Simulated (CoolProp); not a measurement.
R124 at 249.16 K and 4.81 MPa flows at 0.22 m/s in a round tube of 100 mm bore and 1.5 µm roughness, fully developed (64/Re and Nu = 3.66 if laminar; Colebrook and Gnielinski if turbulent). Each further row changes one setting.

Values from CoolProp's reference Helmholtz-energy equation of state, de Vries 1995.

```
case               Reynolds number  Darcy friction factor  pressure drop (Pa/m)  heat-transfer coefficient (W/(m² K))  mass flow (kg/h)
-----------------  ---------------  ---------------------  --------------------  ------------------------------------  ----------------
as stated                    67200                    [?]                  7.23                                   [?]              9460
velocity 0.44 m/s           134000                 0.0170                   [?]                                   633             18900
diameter 200 mm             134000                 0.0170                  3.13                                   316             37900
```

Complete the blanks.


- as stated, Darcy friction factor: 0.0196
- as stated, heat-transfer coefficient (W/(m² K)): 348
- velocity 0.44 m/s, pressure drop (Pa/m): 25.1

Viscosity comes from a separate model (Bell 2016), an estimate that may be off by 10 % or more. Thermal conductivity comes from a separate model (Huber 2003), an estimate that may be off by 10 % or more.
